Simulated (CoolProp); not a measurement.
A single-stage vapour-compression cycle with the fluid: evaporating at 321.15 K (dew point), condensing at 383.15 K (bubble point), superheat 2 K, subcooling 0 K, compressor efficiency 0.7, no pressure losses. The same conditions are run with several fluids, on thermodynamics alone (safety and materials aside).

Model: reference Helmholtz-energy equation of state of each fluid (sulfur dioxide: Gao 2016; n-perfluorohexane: Gao 2022; isobutane: Bücker 2006; n-butane: Bücker 2006; R236EA: Rui 2013; R1224YDZ: Akasaka 2023), in CoolProp.

| fluid | cooling COP | pressure ratio | discharge temperature (K) | refrigerating effect (kJ/kg) | volumetric capacity (kJ/m³) |
|---|---|---|---|---|---|
| sulfur dioxide | 2.67 | 4.27 | 468.4 | 236 | 5020 |
| n-perfluorohexane | 1.15 | 6.17 | 383.2 | 18.2 | 177 |
| isobutane | 1.82 | 3.66 | 384.9 | 123 | 2040 |
| n-butane | 2.15 | 3.92 | 383.7 | 163 | 1880 |
| R236EA | 1.84 | 4.52 | 383.2 | 56.7 | 1560 |
| R1224YDZ | 2.18 | 4.58 | 383.1 | 73.7 | 1410 |

The compression ends wet for: n-perfluorohexane; R236EA; R1224YDZ.
